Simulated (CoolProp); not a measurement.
Ethanol along the isotherm 346.85 °C: Z from the reference equation and from simpler models built on Tc = 241.6 °C, pc = 6.268 MPa, ω = 0.644; each cubic takes its own stable root.

The numbers come from the reference Helmholtz-energy equation of state, Schroeder 2014 in CoolProp.

```tsv
p (MPa)	phase	reference
4.82	gas	0.9004
9.64	supercritical	0.7785
14.5	supercritical	0.6418
19.3	supercritical	0.5798
24.1	supercritical	0.5957
28.9	supercritical	0.6376
33.8	supercritical	0.6899
38.6	supercritical	0.7450
43.4	supercritical	0.8021
48.2	supercritical	0.8600
53	supercritical	0.9181
57.9	supercritical	0.9775
62.7	supercritical	1.035
```

Q: How far does each simpler model (van der Waals, Soave-Redlich-Kwong) lie from the reference over these 13 states: mean and median of the absolute difference, and the worst?

A: 
- van der Waals: mean 26.9 %, median 30.5 %, worst +41.2 % at 346.85 °C and 62.7 MPa
- Soave-Redlich-Kwong: mean 19.8 %, median 22.8 %, worst +27.7 % at 346.85 °C and 24.1 MPa
